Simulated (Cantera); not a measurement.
Feed: 1 mol C, 0.025 mol H₂O, 7.2 mol H₂, equilibrated at 40.0 bar.

Cantera equilibrium calculation (NASA polynomials, part measured and part estimated; ideal gas, pure solids and liquids). Candidate condensed phases: C, C₆H₆, C₇H₈, C₈H₁₈, H₂O; 131 gas species. Ions and electrons are included (thermal ionisation). The ideal-gas law is rough above about 30 bar. The numbers say what is thermodynamically allowed, not how fast it happens.

x: gas mole fraction; n: condensed amount in mol.

| T (K) | x H₂ | x H | x C₂H₂ (acetylene) | x CH₄ | x C₂H | x C | n C(graphite) |
|---|---|---|---|---|---|---|---|
| 2000 | 0.979 | 0.000254 | 0.000752 | 0.0163 | 3.66e-9 | <1e-12 | 0.845 |
| 2500 | 0.976 | ? | ? | ? | ? | ? | ? |
| 3000 | 0.910 | 0.0238 | 0.0566 | 0.00258 | 0.000255 | 1.27e-6 | 0.0573 |
| 3500 | 0.847 | 0.0859 | 0.0568 | 0.000810 | 0.00182 | 4.15e-5 | 0 |
| 4000 | ? | ? | ? | ? | ? | ? | 0 |
| 4500 | 0.541 | 0.402 | 0.0273 | 7.61e-5 | 0.0138 | 0.00353 | 0 |
| 5000 | 0.347 | 0.599 | 0.00988 | 1.53e-5 | 0.0149 | 0.0131 | 0 |

**Question.** Complete the blanks.

**Answer.** 
- 2500, x H: 0.00393
- 2500, x C₂H₂ (acetylene): 0.0106
- 2500, x CH₄: 0.00571
- 2500, x C₂H: 3.05e-6
- 2500, x C: 4.16e-9
- 2500, n C(graphite): 0.772
- 4000, x H₂: 0.723
- 4000, x H: 0.214
- 4000, x C₂H₂ (acetylene): 0.0462
- 4000, x CH₄: 0.000269
- 4000, x C₂H: 0.00670
- 4000, x C: 0.000536
